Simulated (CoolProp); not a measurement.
Vapour-liquid equilibrium of R22 (1) + c-C4F8 (RC318) (2) at 0.805 MPa; x and y are mole fractions of (1).

Values from CoolProp's multi-fluid Helmholtz-energy mixture model, Kamei 1995 and Platzer 1990; pair parameters Bell 2016. This equation is an older, rougher fit; its heat capacities, sound speeds and derivatives of the liquid may be far off and weren't checked against measurements.

```json
[
 {"x": "0.05", "bubble temperature (K)": "329.3", "y at the bubble point": "0.092", "dew temperature at overall composition x (K)": "330.4", "liquid density (mol/L)": "6.973"},
 {"x": "0.15", "bubble temperature (K)": "322.7", "y at the bubble point": "0.305", "dew temperature at overall composition x (K)": "327.7", "liquid density (mol/L)": "7.499"},
 {"x": "0.25", "bubble temperature (K)": "314.5", "y at the bubble point": "0.506", "dew temperature at overall composition x (K)": "324.6", "liquid density (mol/L)": "8.091"},
 {"x": "0.35", "bubble temperature (K)": "306.8", "y at the bubble point": "0.656", "dew temperature at overall composition x (K)": "321.0", "liquid density (mol/L)": "8.713"},
 {"x": "0.45", "bubble temperature (K)": "300.7", "y at the bubble point": "0.752", "dew temperature at overall composition x (K)": "317.0", "liquid density (mol/L)": "9.347"},
 {"x": "0.55", "bubble temperature (K)": "296.6", "y at the bubble point": "0.811", "dew temperature at overall composition x (K)": "312.4", "liquid density (mol/L)": "9.999"},
 {"x": "0.65", "bubble temperature (K)": "293.9", "y at the bubble point": "0.851", "dew temperature at overall composition x (K)": "307.1", "liquid density (mol/L)": "10.70"},
 {"x": "0.75", "bubble temperature (K)": "292.0", "y at the bubble point": "0.882", "dew temperature at overall composition x (K)": "300.9", "liquid density (mol/L)": "11.49"},
 {"x": "0.85", "bubble temperature (K)": "290.5", "y at the bubble point": "0.916", "dew temperature at overall composition x (K)": "293.9", "liquid density (mol/L)": "12.42"},
 {"x": "0.95", "bubble temperature (K)": "289.2", "y at the bubble point": "0.964", "dew temperature at overall composition x (K)": "289.5", "liquid density (mol/L)": "13.54"}
]
```

No azeotrope shows between x = 0.05 and 0.95.

The pair parameters rest on a limited set of measurements; away from them the model extrapolates. The gap from Raoult's law changes sign with composition, which may be real or a fault of the pair parameters; it wasn't checked against measurements.
